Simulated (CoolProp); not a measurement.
Vapour pressure (MPa) of cis-2-butene: the reference equation beside estimates from Tc = 435.8 K, pc = 4.236 MPa, ω = 0.202. Clausius-Clapeyron is anchored at 348.6 K with a constant enthalpy of vaporisation of 18.53 kJ/mol.

The numbers come from the reference Helmholtz-energy equation of state, Lemmon 2005 in CoolProp. It is a short technical equation, of lower accuracy than the large ones.

| T (K) | reference | Lee-Kesler | Clausius-Clapeyron | van der Waals | Soave-Redlich-Kwong |
|---|---|---|---|---|---|
| 344.1 | 0.7560 | 0.7613 | 0.7720 | 1.529 | 0.7646 |
| 348.6 | 0.8393 | 0.8452 | 0.8393 | 1.624 | 0.8496 |
| 353 | 0.9271 | 0.9334 | 0.9089 | 1.720 | 0.9393 |
| 357.4 | 1.021 | 1.028 | 0.9824 | 1.821 | 1.036 |
| 361.8 | 1.123 | 1.130 | 1.060 | 1.924 | 1.139 |
| 366.3 | 1.234 | 1.241 | 1.143 | 2.034 | 1.253 |
| 370.7 | 1.350 | 1.358 | 1.229 | 2.145 | 1.372 |
| 375.1 | 1.474 | 1.482 | 1.319 | 2.260 | 1.499 |
| 379.5 | 1.607 | 1.615 | 1.413 | 2.378 | 1.634 |
| 384 | 1.751 | 1.759 | 1.513 | 2.503 | 1.781 |

Absolute difference from the reference over all 10 rows, mean and median: Lee-Kesler 0.6 and 0.6 %, Clausius-Clapeyron 6.6 and 6.5 %, van der Waals 69.9 and 68.1 %, Soave-Redlich-Kwong 1.5 and 1.5 %.
